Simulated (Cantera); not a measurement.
What does this Cantera script print?

```python
import numpy as np
import cantera as ct

gas_names = """
    Fe FeO Fe(OH)2 H HO2 H2 H2O H2O2 H2S H2SO4 O OH O2 O3 S SH SO SO2 SO3 S2 S2O S8
""".split()
cond_names = """
    Fe(a) Fe(c) Fe(d) Fe(L) FeO(s) FeO(L) Fe(OH)2(s) Fe(OH)3(s) FeS(a) FeS(b) FeS(c) FeS(L) FeSO4(s)
    FeS2(s) Fe2O3(s) Fe2S3O12(s) Fe3O4(s) H2O(s) H2O(L) H2SO4(L) S(cr1) S(cr2) S(L)
""".split()


def load(file, names, dense=False):
    # The tables refer to 1 bar. Condensed volumes are neglected.
    table = {s.name: s for s in ct.Species.list_from_file(file)}
    out = []
    for n in names:
        d = dict(table[n].input_data)
        d["thermo"] = dict(d["thermo"], **{"reference-pressure": 1e5})
        if dense:
            d["equation-of-state"] = {"model": "constant-volume", "density": "1e6 g/cm^3"}
        out.append(ct.Species.from_dict(d))
    return out


gas = ct.Solution(thermo="ideal-gas", species=load("nasa_gas.yaml", gas_names))
cond = {s.name: ct.Solution(thermo="fixed-stoichiometry", species=[s], name=s.name)
        for s in load("nasa_condensed.yaml", cond_names, dense=True)}
atoms = {
    'FeS2': {'Fe': 1, 'S': 2},
    'SO2': {'S': 1, 'O': 2},
    'H2O': {'H': 2, 'O': 1},
    'SO3': {'S': 1, 'O': 3},
}
top_T = {'FeSO4(s)': 950, 'FeS2(s)': 1010, 'Fe2O3(s)': 1830, 'Fe2S3O12(s)': 1100, 'Fe3O4(s)': 1870}  # K; cautious upper limits of use, not melting points


def equilibrate(T, P, feed):
    n = {}
    for name, mol in feed.items():
        for a, k in atoms[name].items():
            n[a] = n.get(a, 0.0) + k * mol
    gas.TPX = T, P, n
    mass = sum(n.values()) * gas.mean_molecular_weight
    gas.equilibrate("TP")
    valid = [c for c in cond.values() if c.min_temp <= T <= top_T.get(c.name, c.max_temp)]
    mix = ct.Mixture([(gas, mass / gas.mean_molecular_weight)] + [(c, 0.0) for c in valid])
    mix.T, mix.P = T, P
    mix.equilibrate("TP", solver="vcs", rtol=1e-11, max_steps=5000)
    return mix


results = []
T = 1625  # K
P = 1200000  # Pa
for m in [0.16, 0.36, 0.57, 0.77, 0.98, 1.2, 1.4, 1.6]:
    feed = {'FeS2': 1, 'SO2': m, 'H2O': 6.3, 'SO3': 2.3}  # mol
    mix = equilibrate(T, P, feed)
    results.append((T, P, feed, dict(zip(mix.species_names, mix.species_moles))))
    x = sorted(zip(gas.X, gas.species_names), reverse=True)
    print(f"T = {T:g} K  P = {P:g} Pa  n(SO2) = {m:g} mol  gas = {mix.phase_moles(0):.4g} mol")
    print("   x: " + "  ".join(f"{s} {v:.3e}" for v, s in x if v > 0.0001))
    print("   condensed (mol): " + ("  ".join(f"{mix.phase(i).name} {mix.phase_moles(i):.4g}"
          for i in range(1, mix.n_phases) if mix.phase_moles(i) > 1e-12) or "none"))
```

Output:

```
T = 1625 K  P = 1.2e+06 Pa  n(SO2) = 0.16 mol  gas = 10.04 mol
   x: H2O 5.873e-01  SO2 3.308e-01  S2 3.500e-02  H2S 2.274e-02  H2 1.689e-02  S2O 4.224e-03  SO 2.426e-03  SH 6.224e-04
   condensed (mol): FeO(s) 0.9092  FeS(L) 0.09055
T = 1625 K  P = 1.2e+06 Pa  n(SO2) = 0.36 mol  gas = 10.25 mol
   x: H2O 5.757e-01  SO2 3.423e-01  S2 3.581e-02  H2S 2.229e-02  H2 1.637e-02  S2O 4.371e-03  SO 2.482e-03  SH 6.198e-04
   condensed (mol): FeO(s) 0.932  FeS(L) 0.06768
T = 1625 K  P = 1.2e+06 Pa  n(SO2) = 0.57 mol  gas = 10.46 mol
   x: H2O 5.640e-01  SO2 3.539e-01  S2 3.661e-02  H2S 2.184e-02  H2 1.586e-02  S2O 4.520e-03  SO 2.538e-03  SH 6.169e-04
   condensed (mol): FeO(s) 0.956  FeS(L) 0.04374
T = 1625 K  P = 1.2e+06 Pa  n(SO2) = 0.77 mol  gas = 10.67 mol
   x: H2O 5.533e-01  SO2 3.646e-01  S2 3.735e-02  H2S 2.142e-02  H2 1.541e-02  S2O 4.656e-03  SO 2.589e-03  SH 6.141e-04
   condensed (mol): FeO(s) 0.9787  FeS(L) 0.02099
T = 1625 K  P = 1.2e+06 Pa  n(SO2) = 0.98 mol  gas = 10.88 mol
   x: H2O 5.426e-01  SO2 3.755e-01  S2 3.794e-02  H2S 2.095e-02  H2 1.495e-02  S2O 4.781e-03  SO 2.638e-03  SH 6.096e-04
   condensed (mol): FeO(s) 0.9997
T = 1625 K  P = 1.2e+06 Pa  n(SO2) = 1.2 mol  gas = 11.1 mol
   x: H2O 5.326e-01  SO2 3.874e-01  S2 3.749e-02  H2S 2.006e-02  H2 1.440e-02  S2O 4.813e-03  SO 2.671e-03  SH 5.948e-04
   condensed (mol): FeO(s) 0.9997
T = 1625 K  P = 1.2e+06 Pa  n(SO2) = 1.4 mol  gas = 11.3 mol
   x: H2O 5.237e-01  SO2 3.978e-01  S2 3.708e-02  H2S 1.931e-02  H2 1.394e-02  S2O 4.837e-03  SO 2.699e-03  SH 5.819e-04
   condensed (mol): FeO(s) 0.9997
T = 1625 K  P = 1.2e+06 Pa  n(SO2) = 1.6 mol  gas = 11.51 mol
   x: H2O 5.152e-01  SO2 4.079e-01  S2 3.666e-02  H2S 1.860e-02  H2 1.350e-02  S2O 4.856e-03  SO 2.726e-03  SH 5.695e-04
   condensed (mol): FeO(s) 0.9997
```

Equilibrium computed with Cantera from the NASA thermochemical tables; the gas is ideal and each condensed phase is pure. Metal and sulfide melt together well below either melting point, which pure phases cannot show. Mutual solubility and eutectic melting of coexisting phases are not modelled. The tables' stoichiometric FeO is somewhat more stable than real wüstite, so its field is too wide. FeO, FeS: taken at fixed stoichiometry.
